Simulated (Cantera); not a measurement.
A closed system holds: 1 mol MgO, 0.78 mol NF₃, 20 mol H₂, 5.5 mol HF, at 9.80e-5 bar.

Method: chemical equilibrium by Gibbs-energy minimisation in Cantera with the NASA 1993 tables (ideal gas, pure condensed phases). Candidate condensed phases: H₂O, Mg, MgF₂, MgO, Mg(OH)₂; 50 gas species. Kinetics and transport are ignored. All values below are at 1323 K.

Base state: H₂ 0.696, HF 0.283, N₂ 0.0144, H₂O 0.00332, MgF₂ 0.00329, H 0.000134, MgF 1.26e-5, Mg 1.17e-5 (mole fractions); condensed: MgO(s).

Question: What changes in the equilibrium state with this change: NF₃ from 0.78 to 15 mol?

Answer: 
| species | before | after |
|---|---|---|
| HF | 0.283 | 0.797 |
| N₂ | 0.0144 | 0.131 |
| F | <1e-9 | 0.0525 |
| H₂ | 0.696 | <1e-9 |
| MgF₂ | 0.00329 | 0.0103 |
| O₂ | <1e-9 | 0.00874 |
| H₂O | 0.00332 | <1e-9 |
| MgO(s), mol | 0.910 | 0 |
| MgF₂(s), mol | 0 | 0.412 |
